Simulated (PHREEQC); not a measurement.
# Buffer: speciation

Solution (25 °C): 0.02 mol KH2PO4 and 0.0096 mol K2HPO4 per kg of water. Closed to the air; pH follows from the charge balance.

Computed with PHREEQC (ion-association model, phreeqc.dat).

This is a speciation only: nothing precipitates in the calculation.

### Question
Estimate the pH, ionic strength.

### Answer
pH 6.62; ionic strength 0.0481 mol/kgw.

### Question
In which forms is P present?

### Answer
H2PO4- 68 %, HPO4-2 31 %, KHPO4- 1.1 % of the P.
